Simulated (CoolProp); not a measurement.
Vapour-liquid equilibrium of n-hexane (1) + ethylbenzene (2) at 375.7 K; x and y are mole fractions of (1).

Values from CoolProp's multi-fluid Helmholtz-energy mixture model, Thol 2019 and Zhou 2012; pair parameters Bell 2016.

```
x     bubble pressure, mixture model (MPa)  bubble pressure, Raoult's law (MPa)  y, mixture model  y, Raoult's law
----  ------------------------------------  -----------------------------------  ----------------  ---------------
0.05                               0.05247                              0.04858             0.318            0.271
0.15                               0.08020                              0.07114             0.591            0.554
0.25                                0.1051                              0.09369             0.717            0.701
0.35                                0.1279                               0.1163             0.791            0.791
0.45                                0.1493                               0.1388             0.842            0.852
0.55                                0.1697                               0.1614             0.881            0.896
0.65                                0.1897                               0.1839             0.913            0.929
0.75                                0.2098                               0.2065             0.940            0.955
0.85                                0.2303                               0.2290             0.965            0.976
0.95                                0.2517                               0.2516             0.988            0.993
```

The largest gap from Raoult's law is +12.7 % in bubble pressure, at x = 0.15. No azeotrope shows between x = 0.05 and 0.95.

Pair parameters are fitted to limited data, so mixtures are less certain than the pure fluids.
